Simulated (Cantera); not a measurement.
**Stirred combustor or abatement burner**

A perfectly stirred reactor is fed with 19.4 % CH3OH, 22.3 % O2, 58.3 % N2, equivalence ratio 1.3, at 100000 Pa; it is adiabatic with a 498 K inlet, and is followed from long to short residence time, starting on the burning branch (τ in s: 0.44, 0.2, 0.088, 0.039, 0.017, 0.0078, 0.0035, 0.0016, 0.00069, 0.00031, 0.00014, 6.2e-05, 2.8e-05).

Model: GRI-Mech 3.0 (53 species, 325 reactions), integrated in Cantera. GRI-Mech 3.0 was tuned for natural gas; its chemistry of methanol as a main component is partial and can be far from experiment.

```tsv
τ (s)	T (K)	x CH3OH	x O2	x CH4	x HCN	x HCO	x H2O	x C2H4
0.44	2444	1.11e-7	0.00101	5.88e-8	3.49e-8	5.92e-8	0.284	<1e-12
0.20	2442	2.39e-7	0.00106	1.21e-7	6.78e-8	7.15e-8	0.284	1.02e-12
0.088	2438	5.21e-7	0.00117	2.37e-7	1.29e-7	1.00e-7	0.284	4.22e-12
0.039	2429	1.09e-6	0.00141	4.14e-7	2.17e-7	1.63e-7	0.283	1.46e-11
0.017	2413	2.20e-6	0.00187	6.40e-7	3.14e-7	3.08e-7	0.281	4.23e-11
0.0078	2387	4.07e-6	0.00261	8.90e-7	3.86e-7	6.00e-7	0.278	1.02e-10
0.0035	2349	7.50e-6	0.00377	1.27e-6	4.51e-7	1.24e-6	0.274	2.60e-10
0.0016	2301	1.37e-5	0.00528	1.97e-6	5.45e-7	2.56e-6	0.269	7.32e-10
0.00069	2242	2.68e-5	0.00725	3.61e-6	7.42e-7	5.63e-6	0.264	2.65e-9
0.00031	2186	5.35e-5	0.00940	7.30e-6	1.11e-6	1.20e-5	0.259	1.04e-8
0.00014	2134	0.000113	0.0121	1.63e-5	1.80e-6	2.59e-5	0.255	4.70e-8
6.2e-5	2078	0.000273	0.0169	4.23e-5	3.11e-6	5.92e-5	0.252	2.67e-7
2.8e-5	1969	0.000935	0.0307	0.000170	4.56e-6	0.000151	0.247	2.76e-6
```
x: mole fraction; the columns are a selection and need not sum to one.
